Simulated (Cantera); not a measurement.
Input (Python, Cantera) and output of one run.

```python
import numpy as np
import cantera as ct

gas_names = """
    Ca CaCL CaCL2 CaO CaOH CaO2H2 Ca2 CL CLO CL2 H HCL HOCL HO2 H2 H2O H2O2 O OH O2 O3
""".split()
cond_names = """
    Ca(a) Ca(b) Ca(L) CaCL2(s) CaCL2(L) CaO(s) CaO(L) CaO2H2(s) H2O(s) H2O(L)
""".split()


# ... load() reads the species with a 1 bar reference pressure and builds the phases ...
atoms = {
    'CaO': {'Ca': 1, 'O': 1},
    'HCl': {'H': 1, 'CL': 1},
}
top_T = {}  # K; cautious upper limits of use, not melting points


# ... equilibrate(T, P, feed) seeds the gas with the atoms and calls Mixture.equilibrate('TP', solver="vcs", rtol=1e-11, max_steps=5000) ...
results = []
feed = {'CaO': 1, 'HCl': 67}  # mol
P = 180  # Pa
for T in [1300, 1350, 1400, 1450, 1500, 1550, 1600, 1650, 1700, 1750, 1800, 1850, 1900]:
    mix = equilibrate(T, P, feed)
    results.append((T, P, feed, dict(zip(mix.species_names, mix.species_moles))))

top = {s: max(r[3][s] / sum(r[3][g] for g in gas_names) for r in results) for s in gas_names}
cols = sorted((s for s in top if top[s] > 1e-06), key=lambda s: -top[s])[:6]
seen = [c for c in cond_names if any(r[3].get(c, 0) > 1e-12 for r in results)]
print("log10 of partial pressures in bar; condensed amounts in mol")
print(f"{'T/K':>10s}" + "".join(f"{s[:9]:>10s}" for s in cols + seen))
for T, P, feed, n in results:
    ng = sum(n[g] for g in gas_names)
    print(f"{T:10.4g}" + "".join(f"{np.log10(max(n[s] / ng * P / 1e5, 1e-99)):10.3f}" for s in cols)
          + "".join(f"{n.get(c, 0):10.4g}" for c in seen))
```

It prints:

```
log10 of partial pressures in bar; condensed amounts in mol
       T/K       HCL        CL        H2     CaCL2       H2O         H
      1300    -2.759    -5.762    -6.053    -4.571    -4.571    -8.983
      1350    -2.759    -5.543    -5.837    -4.571    -4.571    -8.541
      1400    -2.760    -5.339    -5.636    -4.571    -4.571    -8.131
      1450    -2.761    -5.150    -5.448    -4.572    -4.572    -7.748
      1500    -2.762    -4.973    -5.273    -4.572    -4.572    -7.391
      1550    -2.764    -4.809    -5.110    -4.573    -4.573    -7.057
      1600    -2.766    -4.654    -4.957    -4.574    -4.574    -6.743
      1650    -2.770    -4.510    -4.814    -4.575    -4.575    -6.449
      1700    -2.774    -4.374    -4.681    -4.576    -4.577    -6.172
      1750    -2.779    -4.247    -4.557    -4.578    -4.579    -5.912
      1800    -2.787    -4.128    -4.441    -4.580    -4.582    -5.666
      1850    -2.796    -4.017    -4.333    -4.583    -4.586    -5.435
      1900    -2.807    -3.912    -4.234    -4.587    -4.591    -5.217
```

Method: chemical equilibrium by Gibbs-energy minimisation in Cantera with the NASA 1993 tables (ideal gas, pure condensed phases).
